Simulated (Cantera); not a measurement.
Cantera run:

```python
import numpy as np
import cantera as ct

gas_names = """
    CL CL2 H HCL H2 Si SiCL SiCL2 SiCL3 SiCL4 SiH SiHCL3 SiH2 SiH2CL2 SiH3 SiH3CL SiH4 Si2 Si3
""".split()
cond_names = """
    Si(cr) Si(L)
""".split()


# ... load() reads the species with a 1 bar reference pressure and builds the phases ...
atoms = {
    'Si': {'Si': 1},
    'Cl2': {'CL': 2},
    'H2': {'H': 2},
}
top_T = {}  # K; cautious upper limits of use, not melting points


# ... equilibrate(T, P, feed) seeds the gas with the atoms and calls Mixture.equilibrate('TP', solver="vcs", rtol=1e-11, max_steps=5000) ...
results = []
feed = {'Si': 1, 'Cl2': 0.79, 'H2': 4.1}  # mol
T = 875  # K
for P in [1, 4.2, 18, 75, 320, 1300, 5600, 24000, 100000]:
    mix = equilibrate(T, P, feed)
    results.append((T, P, feed, dict(zip(mix.species_names, mix.species_moles))))
    x = sorted(zip(gas.X, gas.species_names), reverse=True)
    print(f"T = {T:g} K  P = {P:g} Pa  gas = {mix.phase_moles(0):.4g} mol")
    print("   x: " + "  ".join(f"{s} {v:.3e}" for v, s in x if v > 0.001))
    print("   condensed (mol): " + ("  ".join(f"{mix.phase(i).name} {mix.phase_moles(i):.4g}"
          for i in range(1, mix.n_phases) if mix.phase_moles(i) > 1e-12) or "none"))
```

Result:

```
T = 875 K  P = 1 Pa  gas = 4.566 mol
   x: H2 8.698e-01  SiCL4 6.743e-02  HCL 5.393e-02  SiCL2 4.261e-03  SiHCL3 2.380e-03  SiCL3 2.229e-03
   condensed (mol): Si(cr) 0.6516
T = 875 K  P = 4.2 Pa  gas = 4.541 mol
   x: H2 8.817e-01  SiCL4 7.230e-02  HCL 3.860e-02  SiHCL3 3.614e-03  SiCL2 2.153e-03  SiCL3 1.640e-03
   condensed (mol): Si(cr) 0.6379
T = 875 K  P = 18 Pa  gas = 4.523 mol
   x: H2 8.901e-01  SiCL4 7.507e-02  HCL 2.721e-02  SiHCL3 5.374e-03  SiCL3 1.173e-03  SiCL2 1.060e-03
   condensed (mol): Si(cr) 0.6259
T = 875 K  P = 75 Pa  gas = 4.51 mol
   x: H2 8.956e-01  SiCL4 7.604e-02  HCL 1.916e-02  SiHCL3 7.777e-03
   condensed (mol): Si(cr) 0.6156
T = 875 K  P = 320 Pa  gas = 4.498 mol
   x: H2 8.991e-01  SiCL4 7.549e-02  HCL 1.334e-02  SiHCL3 1.114e-02
   condensed (mol): Si(cr) 0.6059
T = 875 K  P = 1300 Pa  gas = 4.488 mol
   x: H2 9.008e-01  SiCL4 7.353e-02  SiHCL3 1.552e-02  HCL 9.340e-03
   condensed (mol): Si(cr) 0.5967
T = 875 K  P = 5600 Pa  gas = 4.477 mol
   x: H2 9.012e-01  SiCL4 6.994e-02  SiHCL3 2.154e-02  HCL 6.404e-03
   condensed (mol): Si(cr) 0.5863
T = 875 K  P = 24000 Pa  gas = 4.465 mol
   x: H2 9.003e-01  SiCL4 6.471e-02  SiHCL3 2.922e-02  HCL 4.363e-03  SiH2CL2 1.206e-03
   condensed (mol): Si(cr) 0.5743
T = 875 K  P = 100000 Pa  gas = 4.45 mol
   x: H2 8.982e-01  SiCL4 5.796e-02  SiHCL3 3.839e-02  HCL 2.967e-03  SiH2CL2 2.325e-03
   condensed (mol): Si(cr) 0.5601
```

Cantera equilibrium calculation (NASA polynomials, part measured and part estimated; ideal gas, pure solids and liquids). The tables' values for SiCl3 are old estimates; treat these amounts as uncertain.
